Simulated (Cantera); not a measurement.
A closed system holds: 1 mol Ta, 0.2 mol CH4, 8.9 mol H2, at 2575 K and 160 Pa.

Cantera equilibrium calculation (NASA polynomials, part measured and part estimated; ideal gas, pure solids and liquids). Candidate condensed phases: C, C6H6, C7H8, C8H18, Ta, TaC; 77 gas species. Mutual solubility and eutectic melting of coexisting phases are not modelled. TaC: taken at fixed stoichiometry. Condensed phases not in the tables: Ta2C, N, O or C dissolved in the metal. Kinetics and transport are ignored.

Base state: H 0.569, H2 0.431 (mole fractions); condensed: Ta(s) + TaC(s).

Task: What changes in the equilibrium state with this change: Ta replaced by Ta(OEt)5?

Result: 
| species | before | after |
|---|---|---|
| H | 0.569 | 0.509 |
| H2 | 0.431 | 0.345 |
| CO | 0 | 0.139 |
| C3 | <1e-9 | 0.000963 |
| C2H | 1.40e-9 | 0.000627 |
| C2H2 (acetylene) | 1.27e-8 | 0.00508 |
| Ta(s), mol | 0.800 | 0 |
| TaC(s), mol | 0.200 | 1.00 |
| C(graphite), mol | 0 | 3.66 |
The feed counts by its element totals alone. Condensed phases not in the tables: Ta2C. Further candidate phases: H2O, Ta2O5.
